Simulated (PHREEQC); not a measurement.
PHREEQC input (Pitzer model, pitzer.dat):

```
SOLUTION 1
  temp 25
  units mol/kgw
  pH 7 charge
  C(4) 0.035
  Na 0.6
  Cl 0.51
END
USE solution 1
INCREMENTAL_REACTIONS false
REACTION 1
  H2O -1
  0 9.886 18.011 24.689 30.178 34.689 38.397 41.444
  43.949 46.007 47.699 49.089 50.232 51.172 51.944 52.578
  53.1 53.528 53.88 54.17 54.408 54.603 54.764 54.896
  55.005 55.094 55.168 55.228 moles
EQUILIBRIUM_PHASES 1
  Halite 0 0
  Nahcolite 0 0
  Natron 0 0
  Trona 0 0
  CO2(g) -3.4 10
SELECTED_OUTPUT 1
  -reset false
  -pH true
  -pe true
  -ionic_strength true
  -water true
  -activities H2O
  -totals C Cl Na
  -molalities H+ Na+ Cl- CO3-2 OH- HCO3- CO2
  -equilibrium_phases Halite Nahcolite Natron Trona
PRINT
  -reset false
END
```

Selected output (columns that matter, 23 of 28 rows; water left (kg) added in front):

```
water left (kg)	pH	mu	C	Cl	Na	m_H+	m_Na+	m_Cl-	m_CO3-2	m_OH-	m_HCO3-	la_H2O	Halite	Trona
0.999883	9.5441	0.62846	0.061572	0.51006	0.60007	3.6962e-10	0.60007	0.51006	0.028394	5.7367e-05	0.033166	-0.0083033	0	0
0.821803	9.5678	0.76643	0.073134	0.62059	0.7301	3.4255e-10	0.7301	0.62059	0.036332	6.2122e-05	0.03679	-0.010102	0	0
0.675448	9.5885	0.93457	0.086916	0.75505	0.8883	3.1669e-10	0.8883	0.75505	0.046274	6.6792e-05	0.040631	-0.012309	0	0
0.456294	9.6205	1.3891	0.12302	1.1177	1.3149	2.6611e-10	1.3149	1.1177	0.074154	7.5419e-05	0.048859	-0.018399	0	0
0.375045	9.6317	1.6932	0.14655	1.3598	1.5998	2.4027e-10	1.5998	1.3598	0.093356	7.912e-05	0.053179	-0.0226	0	0
0.308262	9.6397	2.0635	0.17475	1.6544	1.9464	2.1342e-10	1.9464	1.6544	0.11714	8.2246e-05	0.057597	-0.027885	0	0
0.253385	9.6447	2.5144	0.20861	2.0127	2.3679	1.8531e-10	2.3679	2.0127	0.14651	8.4692e-05	0.062095	-0.034602	0	0
0.17121	9.6471	3.7315	0.29853	2.9788	3.5045	1.2585e-10	3.5045	2.9788	0.22706	8.737e-05	0.071469	-0.054562	0	0
0.14074	9.6461	4.5446	0.35799	3.6237	4.2632	9.6036e-11	4.2632	3.6237	0.2814	8.7703e-05	0.076583	-0.069594	0	0
0.115709	9.6452	5.5331	0.43003	4.4076	5.1854	6.8089e-11	5.1854	4.4076	0.3477	8.7608e-05	0.08233	-0.089931	0	0
0.095126	9.6466	6.7358	0.51763	5.3613	6.3074	4.3821e-11	6.3074	5.3613	0.4284	8.7453e-05	0.089228	-0.118	0	0
0.0642295	9.714	7.4514	0.72246	5.5066	6.8403	3.5262e-11	6.8403	5.5066	0.61109	9.6796e-05	0.11137	-0.12917	0.15631	0.001447
0.0525859	9.714	7.4514	0.72246	5.5066	6.8403	3.5262e-11	6.8403	5.5066	0.61109	9.6796e-05	0.11137	-0.12917	0.22043	0.0066231
0.0429993	9.714	7.4514	0.72246	5.5066	6.8403	3.5262e-11	6.8403	5.5066	0.61109	9.6796e-05	0.11137	-0.12917	0.27322	0.010885
0.0351389	9.714	7.4514	0.72246	5.5066	6.8403	3.5262e-11	6.8403	5.5066	0.61109	9.6796e-05	0.11137	-0.12917	0.3165	0.014379
0.0286744	9.714	7.4514	0.72246	5.5066	6.8403	3.5262e-11	6.8403	5.5066	0.61109	9.6796e-05	0.11137	-0.12917	0.3521	0.017253
0.0189775	9.714	7.4514	0.72246	5.5066	6.8403	3.5262e-11	6.8403	5.5066	0.61109	9.6796e-05	0.11137	-0.12917	0.4055	0.021564
0.0153963	9.714	7.4514	0.72246	5.5066	6.8403	3.5262e-11	6.8403	5.5066	0.61109	9.6796e-05	0.11137	-0.12917	0.42522	0.023156
0.0124394	9.714	7.4514	0.72246	5.5066	6.8403	3.5262e-11	6.8403	5.5066	0.61109	9.6796e-05	0.11137	-0.12917	0.4415	0.02447
0.0100152	9.714	7.4514	0.72246	5.5066	6.8403	3.5262e-11	6.8403	5.5066	0.61109	9.6796e-05	0.11137	-0.12917	0.45485	0.025548
0.00637891	9.714	7.4514	0.72246	5.5066	6.8403	3.5262e-11	6.8403	5.5066	0.61109	9.6796e-05	0.11137	-0.12917	0.47487	0.027164
0.00501988	9.714	7.4514	0.72246	5.5066	6.8403	3.5262e-11	6.8403	5.5066	0.61109	9.6796e-05	0.11137	-0.12917	0.48236	0.027768
0.00391796	9.714	7.4514	0.72246	5.5066	6.8403	3.5262e-11	6.8403	5.5066	0.61109	9.6796e-05	0.11137	-0.12917	0.48843	0.028258
```

Species that the database lacks are ignored.
